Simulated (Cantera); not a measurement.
Charge: 1 mol HgO, 1.9 mol H2, at 475 K.

Equilibrium computed with Cantera from the NASA thermochemical tables; the gas is ideal and each condensed phase is pure. Candidate condensed phases: H2O, Hg, HgO; 10 gas species. Rates play no part.

What share of the Hg ends up in condensed phases as a function of P (Pa), at 10, 42, 180, 750, 3200, 13000, 56000, 240000, 1000000?


```csv
P (Pa),Hg condensed (%),as
10,0.0,-
42,0.0,-
180,0.0,-
750,0.0,-
3200,0.0,-
13000,56.4,Hg(l)
56000,91.4,Hg(l)
240000,98.1,Hg(l)
1000000,99.5,Hg(l)
```
